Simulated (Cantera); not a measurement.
Gas mixture: 100 % NO, at 4.54 atm, frozen composition.

Cantera's kinetic-theory transport with the Lennard-Jones parameters of GRI-Mech 3.0, ideal gas; thermal conductivity in the mixture-averaged form. The composition is frozen, though it would react at the higher temperatures.

D: mixture-averaged diffusion coefficient of that species in the mixture.

| T (K) | ρ (kg/m³) | cp (J/kg/K) | μ (µPa s) | λ (mW/m/K) | Pr | D (cm²/s) H | D (cm²/s) CH₄ | D (cm²/s) O |
|---|---|---|---|---|---|---|---|---|
| 400 | 4.15 | 998.6 | 23.1 | 32.4 | 0.712 | 0.447 | 0.0812 | (withheld) |
| 650 | 2.55 | 1054 | 32.3 | 48.2 | 0.706 | 1.03 | 0.187 | (withheld) |
| 900 | 1.84 | 1114 | 40.1 | 63.0 | 0.708 | 1.79 | 0.324 | (withheld) |
| 1150 | 1.44 | 1153 | 47.0 | 76.7 | 0.707 | 2.69 | 0.489 | (withheld) |
| 1400 | 1.19 | 1181 | 53.4 | 89.4 | 0.706 | 3.74 | 0.678 | (withheld) |
| 1650 | 1.01 | 1202 | 59.4 | 101 | 0.706 | 4.91 | 0.891 | (withheld) |
| 1900 | 0.874 | 1219 | 65.1 | 112 | 0.706 | 6.21 | 1.13 | (withheld) |
| 2150 | 0.772 | 1231 | 70.5 | 123 | 0.706 | 7.62 | 1.38 | (withheld) |

Question: What belongs in the gaps?

Answer: 
- 400, D (cm²/s) O: 0.116
- 650, D (cm²/s) O: 0.264
- 900, D (cm²/s) O: 0.456
- 1150, D (cm²/s) O: 0.685
- 1400, D (cm²/s) O: 0.950
- 1650, D (cm²/s) O: 1.25
- 1900, D (cm²/s) O: 1.58
- 2150, D (cm²/s) O: 1.93
